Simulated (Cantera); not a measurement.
A Cantera script and its output.

```python
import numpy as np
import cantera as ct

gas = ct.Solution("gri30.yaml")
gas.TPX = 2175, 120000, {'NO': 1, 'N2': 0.23}
inlet = ct.Reservoir(gas, clone=True)

reactor = ct.IdealGasConstPressureReactor(gas, energy="off", clone=False)
exhaust = ct.Reservoir(gas, clone=True)
tau = [3.7, 1.9, 0.98, 0.5, 0.26, 0.13, 0.068, 0.035, 0.018, 0.0091][0]
for a, b in ((inlet, reactor), (reactor, exhaust)):
    ct.MassFlowController(a, b, mdot=lambda t: reactor.mass / tau)
net = ct.ReactorNet([reactor])
show = ['NO', 'N2O', 'NO2', 'N2', 'O', 'O2']

rows = []
print(f"{'tau/s':>10s}{'T/K':>9s}" + "".join(f"{s:>11s}" for s in show))
for tau in [3.7, 1.9, 0.98, 0.5, 0.26, 0.13, 0.068, 0.035, 0.018, 0.0091]:
    net.initial_time = 0.0
    net.advance(30 * tau)
    before = gas.X
    net.advance(40 * tau)
    drift = np.max(np.abs(gas.X - before) / (gas.X + 1e-9))
    rows.append([gas.T, *gas[show].X, drift])
    print(f"{tau:10.3e}{gas.T:9.1f}" + "".join(f"{x:11.3e}" for x in gas[show].X))
```

Output:

```
     tau/s      T/K         NO        N2O        NO2         N2          O         O2
 3.700e+00   2175.0  4.791e-02  1.619e-06  9.315e-05  5.691e-01  1.308e-03  3.816e-01
 1.900e+00   2175.0  6.961e-02  2.704e-06  1.334e-04  5.583e-01  1.291e-03  3.707e-01
 9.800e-01   2175.0  1.038e-01  5.255e-06  1.944e-04  5.412e-01  1.263e-03  3.536e-01
 5.000e-01   2175.0  1.581e-01  1.146e-05  2.848e-04  5.140e-01  1.217e-03  3.264e-01
 2.600e-01   2175.0  2.367e-01  2.523e-05  4.005e-04  4.747e-01  1.147e-03  2.870e-01
 1.300e-01   2175.0  3.496e-01  5.539e-05  5.325e-04  4.182e-01  1.038e-03  2.305e-01
 6.800e-02   2175.0  4.721e-01  1.028e-04  6.216e-04  3.570e-01  9.043e-04  1.693e-01
 3.500e-02   2175.0  5.915e-01  1.652e-04  6.394e-04  2.973e-01  7.516e-04  1.097e-01
 1.800e-02   2175.0  6.835e-01  2.256e-04  5.876e-04  2.513e-01  6.074e-04  6.379e-02
 9.100e-03   2175.0  7.437e-01  2.711e-04  5.053e-04  2.212e-01  4.895e-04  3.382e-02
```

Model: GRI-Mech 3.0 (53 species, 325 reactions), integrated in Cantera.
